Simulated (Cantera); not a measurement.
Charge: 1 mol V2O3, 1.6 mol H2, 1.3 mol N2, at 1077 °C and 1.20 mbar.

Method: chemical equilibrium by Gibbs-energy minimisation in Cantera with the NASA 1993 tables (ideal gas, pure condensed phases). Candidate condensed phases: H2O, V, VN, VO, V2O3, V2O4, V2O5; 28 gas species. Mutual solubility and eutectic melting of coexisting phases are not modelled. VO: taken at fixed stoichiometry. Condensed phases not in the tables: the oxides between V2O3 and V2O5 other than VO2. Equilibrium is a limit: real reactors are often held back by kinetics, nucleation or transport.

Base state: H2 0.551, N2 0.448, H2O 0.000795, H 5.11e-5 (mole fractions); condensed: VO(s) + V2O3(s).

Q: What changes in the equilibrium state with this change: temperature from 1077 °C to 1302 °C?

A: 
| species | before | after |
|---|---|---|
| H2 | 0.551 | 0.548 |
| N2 | 0.448 | 0.448 |
| H2O | 0.000795 | 0.00298 |
| H | 5.11e-5 | 0.000888 |
| VO(s), mol | 0.00461 | 0.0173 |
| V2O3(s), mol | 0.998 | 0.991 |
